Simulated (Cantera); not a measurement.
An isothermal, constant-pressure homogeneous reactor starts with 0.417 % CO, 1.07 % O2, 1.46 % H2O, 97.1 % N2, at 1398 K and 870000 Pa.

Computed with Cantera and GRI-Mech 3.0 (53 species, 325 reactions).

x: mole fraction; the columns are a selection and need not sum to one.

| t (s) | x CO | x O2 | x H2O | x H | x OH |
|---|---|---|---|---|---|
| 1.00e-6 | 0.00417 | 0.0107 | 0.0146 | 2.39e-12 | 5.60e-11 |
| 7.04e-6 | 0.00417 | 0.0107 | 0.0146 | 1.08e-10 | 9.24e-10 |
| 4.96e-5 | 0.00417 | 0.0107 | 0.0146 | 4.32e-9 | 2.79e-8 |
| 0.000349 | (withheld) | 0.0104 | 0.0145 | (withheld) | (withheld) |
| 0.00246 | 0.000337 | 0.00877 | 0.0146 | 7.41e-7 | 2.90e-5 |
| 0.0173 | 3.56e-6 | 0.00861 | 0.0146 | 3.48e-9 | 6.65e-6 |
| 0.122 | 1.52e-8 | 0.00861 | 0.0146 | 2.52e-10 | 3.05e-6 |
| 0.859 | 1.46e-8 | 0.00861 | 0.0146 | 2.48e-10 | 3.03e-6 |
| 6.05 | 1.46e-8 | 0.00861 | 0.0146 | 2.48e-10 | 3.03e-6 |
| 42.6 | 1.46e-8 | 0.00861 | 0.0146 | 2.48e-10 | 3.03e-6 |
| 300 | 1.46e-8 | 0.00861 | 0.0146 | 2.48e-10 | 3.03e-6 |

### Question
Some entries are withheld; supply them.

### Answer

- 0.000349, x CO: 0.00357
- 0.000349, x H: 1.18e-5
- 0.000349, x OH: 6.29e-5
